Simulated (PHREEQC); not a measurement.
Synthetic water in mg/L, 50 °C, pH 6.43, pe 9.3:

```tsv
constituent	mg/L
Na	0.000263
K	0.000751
Ca	0.0025
Mg	0.0104
Cl	0.0191
S(6) as SO4	0.0107
Alkalinity as HCO3	0.015
Sr	0.00218
F	3.78e-06
Ba	0.00177
```

Valence states are taken as typed.

All values are PHREEQC results (ion-association model, wateq4f.dat), not measurements.

The ionic strength is 2.06e-6 mol/kgw and the charge-balance error is 2.8 %.

```json
[
 {"species": "Cl-", "molality": "5.39e-7", "activity": "5.38e-7", "log γ": "-0.001"},
 {"species": "HCO3-", "molality": "4.75e-7", "activity": "4.74e-7", "log γ": "-0.001"},
 {"species": "Mg+2", "molality": "4.28e-7", "activity": "4.25e-7", "log γ": "-0.003"},
 {"species": "H+", "molality": "3.72e-7", "activity": "3.72e-7", "log γ": "-0.001"},
 {"species": "CO2", "molality": "3.40e-7", "activity": "3.40e-7", "log γ": "0.000"},
 {"species": "OH-", "molality": "1.43e-7", "activity": "1.43e-7", "log γ": "-0.001"},
 {"species": "SO4-2", "molality": "1.11e-7", "activity": "1.11e-7", "log γ": "-0.003"},
 {"species": "Ca+2", "molality": "6.24e-8", "activity": "6.19e-8", "log γ": "-0.003"},
 {"species": "Sr+2", "molality": "2.49e-8", "activity": "2.47e-8", "log γ": "-0.003"},
 {"species": "K+", "molality": "1.92e-8", "activity": "1.92e-8", "log γ": "-0.001"},
 {"species": "Ba+2", "molality": "1.29e-8", "activity": "1.28e-8", "log γ": "-0.003"},
 {"species": "Na+", "molality": "1.14e-8", "activity": "1.14e-8", "log γ": "-0.001"}
]
```

No solid was allowed to form. Species that the database lacks are ignored. Constants without temperature data keep their 25 °C values here.
